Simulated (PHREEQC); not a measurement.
Ca(OH)2 is added in steps, without added water, to 1 kg of water holding 0.00037 mol Na2SeO4, 0.018 mol H2SO4 and 0.0093 mol NaCl, at 5 °C. Oxygen is held at 0.21 atm. CO2 from the air is kept out. The run lets Gypsum, Portlandite, Halite, Mirabilite precipitate or redissolve, and no other solid.

Base run: PHREEQC, ion-association model, wateq4f.dat. Each further column changes one thing. The table gives pH.

```tsv
Ca(OH)2 added (mol)	base	diluted 5-fold with water	no solid may form
0	1.63	2.23	1.63
0.002625	1.70	?	1.70
0.006125	1.82	?	1.82
0.00875	1.93	?	1.93
0.01225	2.15	?	2.15
0.01487	2.41	?	2.42
0.01837	11.36	?	11.33
0.021	12.25	?	12.23
```

Complete the blanks.


- 0.002625, diluted 5-fold with water: 2.80
- 0.006125, diluted 5-fold with water: 12.28
- 0.00875, diluted 5-fold with water: 12.57
- 0.01225, diluted 5-fold with water: 12.77
- 0.01487, diluted 5-fold with water: 12.87
- 0.01837, diluted 5-fold with water: 12.98
- 0.021, diluted 5-fold with water: 13.04

Away from 25 °C the constants follow the database's enthalpies or fits; those with neither stay at their 25 °C values. In at least one series the solution becomes supersaturated in solids that the run did not let form, among them Gypsum.
